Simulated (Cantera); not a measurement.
Silicon etching in halogen gases: Si + HBr + N2

Input: 1 mol Si, 1.3 mol HBr, a varied amount of N2, equilibrated at 700 K and 1000 Pa.

These are equilibrium values from Cantera (NASA tables, ideal gas, pure condensed phases), not measurements of a reactor. Candidate condensed phases: Br2, Si, Si3N4; 28 gas species. N2 is the only nitrogen source here; it is nearly inert below about 1500 K, so the nitride shown seldom forms there in practice. The tables' values for SiBr3 are old estimates; treat these amounts as uncertain. The numbers say what is thermodynamically allowed, not how fast it happens.

| n(N2) (mol) | x N2 | x H2 | x HBr | x SiBr4 | x SiHBr3 | n Si(s) | n Si3N4(s) |
|---|---|---|---|---|---|---|---|
| 0.25 | <1e-12 | 0.662 | 0.00277 | 0.327 | 0.00847 | 0.299 | 0.125 |
| 0.33 | <1e-12 | 0.662 | 0.00277 | 0.327 | 0.00847 | 0.179 | 0.165 |
| 0.44 | <1e-12 | 0.662 | 0.00277 | 0.327 | 0.00847 | 0.0136 | 0.220 |
| 0.58 | 0.0199 | 0.284 | 0.554 | 0.142 | 7.89e-6 | 0 | 0.278 |
| 0.78 | 0.146 | 0.189 | 0.570 | 0.0947 | 3.41e-6 | 0 | 0.290 |
| 1 | 0.258 | 0.148 | 0.520 | 0.0738 | 2.27e-6 | 0 | 0.294 |
| 1.4 | 0.403 | 0.106 | 0.438 | 0.0532 | 1.40e-6 | 0 | 0.298 |
| 1.8 | 0.500 | 0.0828 | 0.376 | 0.0414 | 9.87e-7 | 0 | 0.300 |
| 2.4 | 0.598 | 0.0615 | 0.310 | 0.0307 | 6.61e-7 | 0 | 0.303 |
| 3.2 | 0.681 | 0.0451 | 0.251 | 0.0226 | 4.40e-7 | 0 | 0.305 |
x: gas mole fraction; n: condensed amount in mol.

From 0.25 mol N2 to 0.44 mol N2 the condensed part is Si(s) + Si3N4(s). From 0.58 mol N2 to 3.2 mol N2 the condensed part is Si3N4(s). The main Si-bearing gas is SiBr4 throughout.
